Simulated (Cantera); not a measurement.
Feed: 1 mol Al, 1.7 mol H2O, 3.5 mol H2, held at 1525 K and 3.90 bar.

Cantera equilibrium calculation (NASA polynomials, part measured and part estimated; ideal gas, pure solids and liquids). Candidate condensed phases: Al, Al2O3, H2O; 19 gas species. Gases not in the tables: Al(OH)3. Equilibrium is a limit: real reactors are often held back by kinetics, nucleation or transport.

Base state: H2 0.962, H2O 0.0385, H 1.17e-5 (mole fractions); condensed: Al2O3(s).

### Question
What changes in the equilibrium state with this change: Al replaced by Fe3O4?

### Answer
```tsv
species	before	after
H2O	0.0385	0.519
H2	0.962	0.481
Fe(OH)2	0	1.02e-5
H	1.17e-5	8.31e-6
Al2O3(s), mol	0.500	0
FeO(s), mol	0	3.00
```
The tables' stoichiometric FeO is somewhat more stable than real wüstite, so its field is too wide. FeO: taken at fixed stoichiometry. Further candidate phases: Fe, FeO, Fe(OH)2, Fe(OH)3, Fe2O3, Fe3O4.
